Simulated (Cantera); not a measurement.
Feed: 1 mol MgO, 0.094 mol SO₃, 2 mol N₂, equilibrated at 101000 Pa.

Equilibrium computed with Cantera from the NASA thermochemical tables; the gas is ideal and each condensed phase is pure. Candidate condensed phases: Mg, MgO, MgS, MgSO₄, S; 22 gas species. The numbers say what is thermodynamically allowed, not how fast it happens. All values below are at 1275 °C.

Base state: N₂ 0.934, SO₂ 0.0437, O₂ 0.0216, NO 0.000536, SO₃ 0.000191 (mole fractions); condensed: MgO(s).

**Question.** What changes in the equilibrium state with this change: SO₃ from 0.094 to 0.84 mol?

**Answer.** 
```json
[
 {"species": "N₂", "before": "0.934", "after": "0.614"},
 {"species": "SO₂", "before": "0.0437", "after": "0.255"},
 {"species": "O₂", "before": "0.0216", "after": "0.127"},
 {"species": "SO₃", "before": "0.000191", "after": "0.00270"},
 {"species": "NO", "before": "0.000536", "after": "0.00105"},
 {"species": "MgO(s), mol", "before": "1.00", "after": "1.00"}
]
```

**Question.** What changes in the equilibrium state with this change: SO₃ from 0.094 to 0.14 mol?

**Answer.** 
```json
[
 {"species": "N₂", "before": "0.934", "after": "0.905"},
 {"species": "SO₂", "before": "0.0437", "after": "0.0630"},
 {"species": "O₂", "before": "0.0216", "after": "0.0312"},
 {"species": "SO₃", "before": "0.000191", "after": "0.000330"},
 {"species": "NO", "before": "0.000536", "after": "0.000634"},
 {"species": "MgO(s), mol", "before": "1.00", "after": "1.00"}
]
```
